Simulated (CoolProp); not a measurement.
Vapour-liquid equilibrium of carbon dioxide (1) + R227EA (2) at -34.45 °C; x and y are mole fractions of (1).

Values from CoolProp's multi-fluid Helmholtz-energy mixture model, Span 1996 and Lemmon 2016; pair parameters Bell 2016.

Give the bubble pressure and the first vapour's composition at x = 0.05, 0.725, 0.875. Is there an azeotrope?

x = 0.05: 0.9698 bar, y = 0.567; x = 0.725: 8.606 bar, y = 0.980; x = 0.875: 10.53 bar, y = 0.992. No azeotrope shows between x = 0.05 and 0.95.

Pair parameters are fitted to limited data, so mixtures are less certain than the pure fluids.
